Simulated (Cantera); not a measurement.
Input (Python, Cantera) and output of one run.

```python
import numpy as np
import cantera as ct

gas_names = """
    CL CL2 H HCL H2 Sr SrCL SrCL2
""".split()
cond_names = """
    Sr(a) Sr(b) Sr(L) SrCL2(a) SrCL2(b) SrCL2(L)
""".split()


def load(file, names, dense=False):
    # The tables refer to 1 bar. Condensed volumes are neglected.
    table = {s.name: s for s in ct.Species.list_from_file(file)}
    out = []
    for n in names:
        d = dict(table[n].input_data)
        d["thermo"] = dict(d["thermo"], **{"reference-pressure": 1e5})
        if dense:
            d["equation-of-state"] = {"model": "constant-volume", "density": "1e6 g/cm^3"}
        out.append(ct.Species.from_dict(d))
    return out


gas = ct.Solution(thermo="ideal-gas", species=load("nasa_gas.yaml", gas_names))
cond = {s.name: ct.Solution(thermo="fixed-stoichiometry", species=[s], name=s.name)
        for s in load("nasa_condensed.yaml", cond_names, dense=True)}
atoms = {
    'SrCl2': {'Sr': 1, 'CL': 2},
    'H2': {'H': 2},
}
top_T = {}  # K; cautious upper limits of use, not melting points


def equilibrate(T, P, feed):
    n = {}
    for name, mol in feed.items():
        for a, k in atoms[name].items():
            n[a] = n.get(a, 0.0) + k * mol
    gas.TPX = T, P, n
    mass = sum(n.values()) * gas.mean_molecular_weight
    gas.equilibrate("TP")
    valid = [c for c in cond.values() if c.min_temp <= T <= top_T.get(c.name, c.max_temp)]
    mix = ct.Mixture([(gas, mass / gas.mean_molecular_weight)] + [(c, 0.0) for c in valid])
    mix.T, mix.P = T, P
    mix.equilibrate("TP", solver="vcs", rtol=1e-11, max_steps=5000)
    return mix


results = []
feed = {'SrCl2': 1, 'H2': 0.37}  # mol
P = 10000  # Pa
for T in [1575, 1625, 1675, 1725, 1775, 1825, 1875]:
    mix = equilibrate(T, P, feed)
    results.append((T, P, feed, dict(zip(mix.species_names, mix.species_moles))))

top = {s: max(r[3][s] / sum(r[3][g] for g in gas_names) for r in results) for s in gas_names}
cols = sorted((s for s in top if top[s] > 0.001), key=lambda s: -top[s])[:5]
seen = [c for c in cond_names if any(r[3].get(c, 0) > 1e-12 for r in results)]
print("log10 of partial pressures in bar; condensed amounts in mol")
print(f"{'T/K':>10s}" + "".join(f"{s[:9]:>10s}" for s in cols + seen))
for T, P, feed, n in results:
    ng = sum(n[g] for g in gas_names)
    print(f"{T:10.4g}" + "".join(f"{np.log10(max(n[s] / ng * P / 1e5, 1e-99)):10.3f}" for s in cols)
          + "".join(f"{n.get(c, 0):10.4g}" for c in seen))
```

Result:

```
log10 of partial pressures in bar; condensed amounts in mol
       T/K        H2     SrCL2       HCL      SrCL         H  SrCL2(L)
      1575    -1.006    -2.877    -4.496    -4.622    -4.884    0.9949
      1625    -1.012    -2.589    -4.233    -4.343    -4.657      0.99
      1675    -1.022    -2.320    -3.988    -4.084    -4.446     0.981
      1725    -1.041    -2.070    -3.759    -3.843    -4.251    0.9648
      1775    -1.072    -1.835    -3.547    -3.621    -4.074    0.9352
      1825    -1.126    -1.615    -3.354    -3.418    -3.919    0.8783
      1875    -1.225    -1.409    -3.184    -3.239    -3.796    0.7553
```

Cantera equilibrium calculation (NASA polynomials, part measured and part estimated; ideal gas, pure solids and liquids).
